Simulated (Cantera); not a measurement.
A perfectly stirred reactor is fed with CH₄ : N₂ = 1 : 11 (molar parts), at 0.390 Torr; it is held at 1850 K, and followed from long to short residence time.

Detailed kinetics in Cantera: GRI-Mech 3.0 (53 species, 325 reactions). GRI-Mech 3.0 stops at C3 and has no aromatics, soot or wall deposition, so with more carbon than oxygen in the feed, carbon stays in small species such as C2H2 where larger ones or solid carbon would form. Radical loss at walls, strong at low pressure, is not modelled.

**Question.** What does this change do: temperature 1850 to 1948 K?

**Answer.** 
```tsv
quantity	before	after
x(CH₄) at τ = 0.910 s	0.0519	0.0341
x(CH₃) at τ = 0.910 s	0.00228	0.00271
x(C₂H₄) at τ = 0.910 s	0.00176	0.00115
x(H) at τ = 0.910 s	0.000113	0.000306
x(HCN) at τ = 0.910 s	8.76e-7	6.55e-6
x(CH₄) at τ = 28.0 ms	0.0831	0.0824
x(CH₃) at τ = 28.0 ms	0.000239	0.000749
x(C₂H₄) at τ = 28.0 ms	3.88e-6	3.77e-5
x(H) at τ = 28.0 ms	2.40e-6	7.56e-6
x(HCN) at τ = 28.0 ms	2.01e-11	4.92e-10
```

**Question.** What does this change do: temperature 1850 to 1548 K?

**Answer.** 
| quantity | before | after |
|---|---|---|
| x(CH₄) at τ = 0.910 s | 0.0519 | 0.0832 |
| x(CH₃) at τ = 0.910 s | 0.00228 | 7.65e-5 |
| x(C₂H₄) at τ = 0.910 s | 0.00176 | 8.70e-6 |
| x(H) at τ = 0.910 s | 0.000113 | 6.88e-8 |
| x(HCN) at τ = 0.910 s | 8.76e-7 | <1e-12 |
| x(CH₄) at τ = 28.0 ms | 0.0831 | 0.0833 |
| x(CH₃) at τ = 28.0 ms | 0.000239 | 2.32e-6 |
| x(C₂H₄) at τ = 28.0 ms | 3.88e-6 | 2.61e-10 |
| x(H) at τ = 28.0 ms | 2.40e-6 | 4.22e-8 |
| x(HCN) at τ = 28.0 ms | 2.01e-11 | <1e-12 |
